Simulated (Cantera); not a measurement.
A perfectly stirred reactor is fed with CH4 : H2 : CO2 = 0.0097 : 1 : 0.0077 (molar parts), at 100.0 Torr; it is held at 2500 K, and followed from long to short residence time.

Cantera simulation using GRI-Mech 3.0 (53 species, 325 reactions); the numbers are that mechanism's predictions, not measurements.

x: mole fraction; the columns are a selection and need not sum to one.

```tsv
τ (s)	x CH4	x H2	x CO2	x O2	x CH2CO	x C2H2
4.0	1.30e-5	0.918	1.43e-7	<1e-12	1.00e-9	0.000932
2.0	1.75e-5	0.919	2.79e-7	1.66e-12	[?]	0.000944
1.0	2.42e-5	0.919	5.36e-7	5.81e-12	[?]	0.000969
0.54	3.26e-5	0.920	9.46e-7	1.68e-11	[?]	0.00101
0.28	4.58e-5	0.921	1.72e-6	4.87e-11	[?]	0.00108
0.14	6.76e-5	0.923	3.18e-6	1.36e-10	[?]	0.00122
0.073	0.000102	0.926	5.70e-6	3.20e-10	[?]	0.00141
0.037	0.000164	0.931	1.06e-5	6.87e-10	[?]	0.00172
0.019	0.000273	0.936	2.00e-5	1.23e-9	[?]	0.00213
0.0099	0.000459	0.941	3.84e-5	1.82e-9	[?]	0.00257
0.0051	0.000777	0.945	7.80e-5	2.20e-9	[?]	0.00292
```

Task: Fill in the missing entries.

Result: 
- 2.0, x CH2CO: 1.67e-9
- 1.0, x CH2CO: 2.89e-9
- 0.54, x CH2CO: 4.80e-9
- 0.28, x CH2CO: 8.39e-9
- 0.14, x CH2CO: 1.55e-8
- 0.073, x CH2CO: 2.81e-8
- 0.037, x CH2CO: 5.30e-8
- 0.019, x CH2CO: 9.56e-8
- 0.0099, x CH2CO: 1.55e-7
- 0.0051, x CH2CO: 2.17e-7
